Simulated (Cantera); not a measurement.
An isothermal, constant-pressure homogeneous reactor starts with 18.8 % H₂, 72.5 % O₂, 8.70 % N₂, at 1298 K and 1.58 Torr.

Computed with Cantera and GRI-Mech 3.0 (53 species, 325 reactions). Radical loss at walls, strong at low pressure, is not modelled. The temperature is held fixed by assumption; the heat of reaction is taken as removed at once.

x: mole fraction; the columns are a selection and need not sum to one.

```
t (s)         x H₂   x O₂     x H₂O     x NO     x N₂O
--------  --------  -----  --------  -------  --------
0.000100     0.188  0.725  6.20e-10   <1e-12    <1e-12
0.000287     0.188  0.725   1.10e-8   <1e-12    <1e-12
0.000824     0.188  0.725   2.31e-7   <1e-12    <1e-12
0.00237      0.188  0.725   3.20e-5   <1e-12    <1e-12
0.00679     0.0176  0.619     0.131  2.67e-9  2.99e-11
0.0195     0.00912  0.609     0.143  3.74e-8  1.06e-10
0.0560     0.00885  0.613     0.147  1.32e-7  1.11e-10
0.161      0.00804  0.624     0.155  3.54e-7  1.21e-10
0.461          [?]  0.648       [?]      [?]  1.53e-10
1.32           [?]  0.679     0.197  9.59e-7  2.54e-10
3.80      0.000333  0.693     0.206  9.95e-7  4.89e-10
10.9       4.25e-5  0.695     0.207  9.98e-7  7.25e-10
31.3       7.35e-6  0.696     0.208  9.99e-7  7.97e-10
90.0       1.72e-6  0.696     0.208  9.99e-7  6.64e-10
```

Complete the blanks.


- 0.461, x H₂: 0.00585
- 0.461, x H₂O: 0.174
- 0.461, x NO: 7.19e-7
- 1.32, x H₂: 0.00219
